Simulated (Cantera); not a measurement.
# Si + Cl2 + H2 (chlorosilane synthesis and conversion)

Input: 1 mol Si, a varied amount of Cl2, 1.1 mol H2, equilibrated at 0.150 bar.

Cantera equilibrium calculation (NASA polynomials, part measured and part estimated; ideal gas, pure solids and liquids). Candidate condensed phases: Si; 19 gas species. The tables' values for SiCl3 are old estimates. The numbers say what is thermodynamically allowed, not how fast it happens.

Stable condensed phases:

```
T in °C \ n(Cl2) in mol
          0.5 0.59 0.69 0.81 0.95  1.1  1.3  1.6  1.8  2.1  2.5
   1475     A    A    A    A    A    A    B    B    B    B    B
   1400     A    A    A    A    A    A    A    B    B    B    B
   1325     A    A    A    A    A    A    A    B    B    B    B
   1250     A    A    A    A    A    A    A    B    B    B    B
   1175     A    A    A    A    A    A    A    B    B    B    B
   1100     A    A    A    A    A    A    A    A    B    B    B
   1025     A    A    A    A    A    A    A    A    A    B    B
    950     A    A    A    A    A    A    A    A    A    B    B
    875     A    A    A    A    A    A    A    A    A    B    B
    800     A    A    A    A    A    A    A    A    A    B    B
    725     A    A    A    A    A    A    A    A    A    B    B
    650     A    A    A    A    A    A    A    A    A    B    B
```

A: Si; B: gas only.
